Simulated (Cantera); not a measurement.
A perfectly stirred reactor is fed with 33.3 % H₂, 66.7 % O₂, equivalence ratio 0.25, at 0.0267 bar; it is held at 1323 K, and followed from long to short residence time.

Computed with Cantera and the H2/O2 subset of GRI-Mech 3.0, which has no nitrogen chemistry. Radical loss at walls, strong at low pressure, is not modelled. The temperature is held fixed by assumption; the heat of reaction is taken as removed at once.

One state of this run: x H₂ = 0.00217; x O₂ = 0.594; x H₂O₂ = 6.78e-7; x H = 0.00163; x H₂O = 0.392. x: mole fraction; the columns are a selection and need not sum to one.

Which value of τ (s) does it belong to?
(A) 0.056
(B) 0.00088
(C) 0.020
(D) 0.16

D, 0.16
